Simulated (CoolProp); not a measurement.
Model: reference Helmholtz-energy equation of state, Lemmon 2006, in CoolProp. It is a short technical equation, of lower accuracy than the large ones.

### Question
For carbon monoxide, give the phase and the cp (kJ/(kg K)), cv (kJ/(kg K)), Joule-Thomson coefficient (K/MPa) at 209.85 °C and 1030 kPa; -43.25 °C and 98.3 kPa.

### Answer
- 209.85 °C and 1030 kPa: gas; cp 1.07, cv 0.764, Joule-Thomson coefficient 0.620
- -43.25 °C and 98.3 kPa: gas; cp 1.04, cv 0.743, Joule-Thomson coefficient 4.17
